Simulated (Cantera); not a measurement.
**Dilute partial oxidation**

A perfectly stirred reactor is fed with CH₃OH : O₂ : N₂ = 0.18 : 0.022 : 1 (molar parts), at 11.0 bar; it is held at 1150 K, and followed from long to short residence time.

Detailed kinetics in Cantera: GRI-Mech 3.0 (53 species, 325 reactions). GRI-Mech 3.0 was tuned for natural gas; its chemistry of methanol as a main component is partial and can be far from experiment. The temperature is held fixed by assumption; the heat of reaction is taken as removed at once.

```
τ (s)     x CH₃OH      x O₂     x CH₄       x H     x CH₂     x N₂O     x HCN
-------  --------  --------  --------  --------  --------  --------  --------
2.1       8.85e-5   3.26e-5  0.000545   1.15e-6  3.28e-12  2.62e-10  3.48e-12
0.61     0.000241   5.25e-5  0.000645   1.44e-6  1.35e-11  6.21e-10  5.20e-12
0.18     0.000702   6.95e-5  0.000704   1.66e-6  5.08e-11   1.44e-9  6.66e-12
0.052     0.00200   8.04e-5  0.000791   1.98e-6  2.06e-10   2.73e-9  9.37e-12
0.015     0.00506   9.03e-5  0.000943   2.61e-6  9.34e-10   3.71e-9  1.67e-11
0.0045     0.0113  0.000105   0.00109   3.64e-6   4.33e-9   3.85e-9  3.42e-11
0.0013     0.0242  0.000136   0.00105   5.03e-6   2.08e-8   3.40e-9  7.53e-11
0.00038    0.0500  0.000226  0.000595   5.90e-6   8.25e-8   2.87e-9  1.29e-10
0.00011     0.150    0.0183   2.71e-7  7.42e-11  1.60e-10  5.47e-12    <1e-12
```
x: mole fraction; the columns are a selection and need not sum to one.
